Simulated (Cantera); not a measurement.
## Aluminium and copper etching: Cu + HF + N₂

Charge: 1 mol Cu, 1.5 mol HF, 4.4 mol N₂, held at 1473.15 K and 8.25 Torr.

Method: chemical equilibrium by Gibbs-energy minimisation in Cantera with the NASA 1993 tables (ideal gas, pure condensed phases). Candidate condensed phases: Cu, CuF₂; 25 gas species. Rates play no part.

- x(N₂): 0.745
- x(HF): 0.253
- x(CuF): 0.000980
- x(H₂): 0.000489
- x(Cu): 0.000472
- x(H): 2.67e-6
- n(Cu(l)): 0.991 mol
- gas amount: 5.906 mol
- log10 activity of CuF₂(l) (absent): -7.50
